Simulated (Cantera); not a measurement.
A perfectly stirred reactor is fed with 2.15 % CH2O, 0.166 % O2, 97.7 % N2, equivalence ratio 13, at 2.80 bar; it is held at 1323 K, and followed from long to short residence time.

Detailed kinetics in Cantera: GRI-Mech 3.0 (53 species, 325 reactions).

One state of this run: x CH2O = 7.09e-5; x O2 = 0.000192; x HCO = 5.66e-7; x CH3 = 2.73e-7; x NO = 7.31e-9; x H2O = 0.00244. x: mole fraction; the columns are a selection and need not sum to one.

Q: Which value of τ (s) does it belong to?
A) 0.00019
B) 1.3
C) 7.3
D) 0.0063

A: D, 0.0063
